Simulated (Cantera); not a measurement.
An isothermal, constant-pressure homogeneous reactor starts with CO : O₂ : H₂O : N₂ = 0.0082 : 0.017 : 0.0003 : 1 (molar parts), at 1450 K and 100.0 Torr. Integrator tolerance rtol = 1e-08.

Cantera simulation using GRI-Mech 3.0 (53 species, 325 reactions); the numbers are that mechanism's predictions, not measurements.

**Question.** What does this change do: temperature 1450 to 1398 K?

**Answer.** 
```
quantity                                             before                                      after
----------------  -----------------------------------------  -----------------------------------------
x(CO) at 8.00 s     2.07e-6 (gas-phase equilibrium 4.46e-7)    1.29e-6 (gas-phase equilibrium 1.87e-7)
x(O₂) at 8.00 s       0.0126 (gas-phase equilibrium 0.0125)      0.0126 (gas-phase equilibrium 0.0125)
x(H₂O) at 8.00 s  0.000291 (gas-phase equilibrium 0.000293)  0.000292 (gas-phase equilibrium 0.000293)
x(NO) at 8.00 s    7.94e-6 (gas-phase equilibrium 0.000260)   5.41e-6 (gas-phase equilibrium 0.000196)
x(H₂) at 8.00 s     2.87e-8 (gas-phase equilibrium 6.84e-9)    1.87e-8 (gas-phase equilibrium 3.16e-9)
x(N₂O) at 8.00 s    2.84e-8 (gas-phase equilibrium 6.59e-9)    3.38e-8 (gas-phase equilibrium 5.07e-9)
```

**Question.** What does this change do: 0.0013 parts H2 added?

**Answer.** 
```json
[
 {"quantity": "x(CO) at 8.00 s", "before": "2.07e-6 (gas-phase equilibrium 4.46e-7)", "after": "8.42e-7 (gas-phase equilibrium 4.58e-7)"},
 {"quantity": "x(O₂) at 8.00 s", "before": "0.0126 (gas-phase equilibrium 0.0125)", "after": "0.0120 (gas-phase equilibrium 0.0119)"},
 {"quantity": "x(H₂O) at 8.00 s", "before": "0.000291 (gas-phase equilibrium 0.000293)", "after": "0.00156 (gas-phase equilibrium 0.00156)"},
 {"quantity": "x(NO) at 8.00 s", "before": "7.94e-6 (gas-phase equilibrium 0.000260)", "after": "5.75e-6 (gas-phase equilibrium 0.000253)"},
 {"quantity": "x(H₂) at 8.00 s", "before": "2.87e-8 (gas-phase equilibrium 6.84e-9)", "after": "6.59e-8 (gas-phase equilibrium 3.75e-8)"},
 {"quantity": "x(N₂O) at 8.00 s", "before": "2.84e-8 (gas-phase equilibrium 6.59e-9)", "after": "1.18e-8 (gas-phase equilibrium 6.41e-9)"}
]
```
